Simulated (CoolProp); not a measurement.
The numbers come from the reference Helmholtz-energy equation of state, Zhou 2012 in CoolProp.

Task: Give the vapour pressure (bar), liquid density (kg/m³), liquid cp (kJ/(kg K)), vapour viscosity (µPa s) of saturated o-xylene at 526.6, 546.2 K.

Result: 
```tsv
T (K)	p (bar)	liquid density (kg/m³)	liquid cp (kJ/(kg K))	vapour viscosity (µPa s)
526.6	9.32	645	2.64	11.7
546.2	12.6	616	2.77	12.3
```

Viscosity comes from a separate model (Cao 2016).
